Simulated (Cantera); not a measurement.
Feed: 1 mol SiH2Cl2, 0.051 mol HCl, 63 mol H2, equilibrated at 923.15 K and 1.00 bar.

Cantera equilibrium calculation (NASA polynomials, part measured and part estimated; ideal gas, pure solids and liquids). Candidate condensed phases: Si; 19 gas species. The tables' values for SiCl3 are old estimates; treat these amounts as uncertain. The numbers say what is thermodynamically allowed, not how fast it happens.

Base state: H2 0.989, SiHCl3 0.00473, SiCl4 0.00342, HCl 0.00255, SiH2Cl2 0.000641, SiCl3 2.83e-5, SiH3Cl 2.14e-5 (mole fractions); condensed: Si(s).

Task: What changes in the equilibrium state with this change: pressure from 1.00 bar to 0.120 bar?

Result: 
```csv
species,before,after
H2,0.989,0.988
HCl,0.00255,0.00456
SiCl4,0.00342,0.00419
SiHCl3,0.00473,0.00324
SiH3Cl,2.14e-5,4.60e-6
SiCl2,9.45e-6,3.02e-5
SiH2Cl2,0.000641,0.000246
SiCl3,2.83e-5,5.61e-5
"Si(s), mol",0.430,0.498
```

Task: What changes in the equilibrium state with this change: pressure from 1.00 bar to 0.0133 bar?

Result: 
| species | before | after |
|---|---|---|
| H2 | 0.989 | 0.986 |
| HCl | 0.00255 | 0.00795 |
| SiCl4 | 0.00342 | 0.00434 |
| SiHCl3 | 0.00473 | 0.00192 |
| SiH3Cl | 2.14e-5 | 8.89e-7 |
| SiCl2 | 9.45e-6 | 9.23e-5 |
| SiH2Cl2 | 0.000641 | 8.32e-5 |
| SiCl3 | 2.83e-5 | 9.98e-5 |
| Si(s), mol | 0.430 | 0.577 |
